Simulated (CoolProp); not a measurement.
Properties of n-nonane along the isotherm 600 K.

Computed with CoolProp (reference Helmholtz-energy equation of state, Lemmon 2006). It is a short technical equation, of lower accuracy than the large ones.

```tsv
p (kPa)	phase	cv (kJ/(kg K))	viscosity (µPa s)	conductivity (mW/(m K))
3.61	gas	2.791	10.7	40.9
8.21	gas	2.791	10.7	40.9
18.7	gas	2.791	10.7	40.9
42.5	gas	2.792	10.7	41.0
96.8	gas	2.794	10.7	41.0
220	gas	2.800	10.7	41.3
501	gas	2.813	10.8	41.8
1140	gas	2.848	11.1	43.3
```

Viscosity comes from a separate model (Huber 2004). Thermal conductivity comes from a separate model (Huber 2005).
